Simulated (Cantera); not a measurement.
Feed: 1 mol Si₂Cl₆, 4.6 mol HCl, 110 mol H₂, held at 0.710 bar.

Equilibrium computed with Cantera from the NASA thermochemical tables; the gas is ideal and each condensed phase is pure. Candidate condensed phases: Si; 19 gas species. The feed counts by its element totals alone. The tables' values for SiCl₃ are old estimates; treat these amounts as uncertain. The numbers say what is thermodynamically allowed, not how fast it happens. All values below are at 977 °C.

Base state: H₂ 0.946, HCl 0.0369, SiCl₄ 0.00632, SiHCl₃ 0.00576, SiCl₂ 0.00284, SiCl₃ 0.00158, SiH₂Cl₂ 0.000714, SiH₃Cl 2.46e-5 (mole fractions); condensed: gas only.

What changes in the equilibrium state with this change: 0.77 mol O₂ added?


| species | before | after |
|---|---|---|
| H₂ | 0.946 | 0.934 |
| HCl | 0.0369 | 0.0554 |
| SiCl₄ | 0.00632 | 0.00524 |
| SiHCl₃ | 0.00576 | 0.00315 |
| SiH₃Cl | 2.46e-5 | 5.83e-6 |
| SiH₂Cl₂ | 0.000714 | 0.000257 |
| SiO₂(β-quartz), mol | 0 | 0.770 |
The tables hold silica as quartz up to 1696 K and as liquid above; real silica turns to tridymite and cristobalite and melts near 1996 K. Further candidate phases: H₂O, SiO₂.

What changes in the equilibrium state with this change: Si₂Cl₆ replaced by SiHCl₃?


| species | before | after |
|---|---|---|
| H₂ | 0.946 | 0.953 |
| HCl | 0.0369 | 0.0382 |
| SiCl₄ | 0.00632 | 0.00324 |
| SiHCl₃ | 0.00576 | 0.00288 |
| SiH₃Cl | 2.46e-5 | 1.16e-5 |
| SiCl₂ | 0.00284 | 0.00137 |
| SiH₂Cl₂ | 0.000714 | 0.000347 |
